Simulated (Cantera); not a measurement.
A closed system holds: 1 mol FeCl3, 0.036 mol HCl, 20 mol H2, at 10.0 Torr.

These are equilibrium values from Cantera (NASA tables, ideal gas, pure condensed phases), not measurements of a reactor. Candidate condensed phases: Fe, FeCl2, FeCl3; 11 gas species. Equilibrium is a limit: real reactors are often held back by kinetics, nucleation or transport.

Which condensed phases are stable at each of these points (T (°C)): 352, 552, 752, 952, 1152, 1352, 1552, 1752?


```json
[
 {"T (°C)": "352", "condensed phases": "FeCl2(s)", "Fe condensed (%)": "100.0"},
 {"T (°C)": "552", "condensed phases": "Fe(α)", "Fe condensed (%)": "97.1"},
 {"T (°C)": "752", "condensed phases": "Fe(α)", "Fe condensed (%)": "91.3"},
 {"T (°C)": "952", "condensed phases": "Fe(γ)", "Fe condensed (%)": "84.0"},
 {"T (°C)": "1152", "condensed phases": "Fe(γ)", "Fe condensed (%)": "77.0"},
 {"T (°C)": "1352", "condensed phases": "Fe(γ)", "Fe condensed (%)": "70.4"},
 {"T (°C)": "1552", "condensed phases": "Fe(l)", "Fe condensed (%)": "59.0"},
 {"T (°C)": "1752", "condensed phases": "gas only", "Fe condensed (%)": "0.0"}
]
```

At 352 °C the condensed part is FeCl2(s). From 552 °C to 752 °C the condensed part is Fe(α). From 952 °C to 1352 °C the condensed part is Fe(γ). At 1552 °C the condensed part is Fe(l). At 1752 °C nothing is condensed.
